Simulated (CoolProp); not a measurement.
The numbers come from the reference Helmholtz-energy equation of state, Lemmon 2006 in CoolProp. It is a short technical equation, of lower accuracy than the large ones.

**Question.** For CH3F (R41), give the phase and the Z, cp (kJ/(kg K)), Joule-Thomson coefficient (K/MPa) at 340.8 K and 0.886 MPa; 340.8 K and 6.2 MPa; 340.8 K and 7.09 MPa.

**Answer.** 
- 340.8 K and 0.886 MPa: gas; Z 0.952, cp 1.27, Joule-Thomson coefficient 12.1
- 340.8 K and 6.2 MPa: supercritical; Z 0.606, cp 2.94, Joule-Thomson coefficient 9.93
- 340.8 K and 7.09 MPa: supercritical; Z 0.529, cp 3.97, Joule-Thomson coefficient 9.04
